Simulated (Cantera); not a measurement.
Feed: 1 mol HMDSO, a varied amount of N2O, 0.15 mol H2, at 1775 K and 10.0 Torr.

Cantera equilibrium calculation (NASA polynomials, part measured and part estimated; ideal gas, pure solids and liquids). Candidate condensed phases: C, C6H6, C7H8, C8H18, H2O, Si, SiC, SiO2, Si2N2O, Si3N4; 151 gas species. The feed counts by its element totals alone. The tables hold silica as quartz up to 1696 K and as liquid above; real silica turns to tridymite and cristobalite and melts near 1996 K. Kinetics and transport are ignored.

**Question.** What share of the Si ends up in condensed phases as a function of n(N2O) (mol), at 0.73, 1.2, 2.1, 3.4, 5.7, 9.6, 16, 27, 45?

**Answer.** 
```tsv
n(N2O) (mol)	Si condensed (%)	as
0.73	99.6	SiC(s)
1.2	99.4	SiC(s)
2.1	99.2	SiC(s)
3.4	89.7	SiC(s)
5.7	32.3	SiC(s)
9.6	98.0	SiO2(condensed)
16	99.9	SiO2(condensed)
27	100.0	SiO2(condensed)
45	100.0	SiO2(condensed)
```
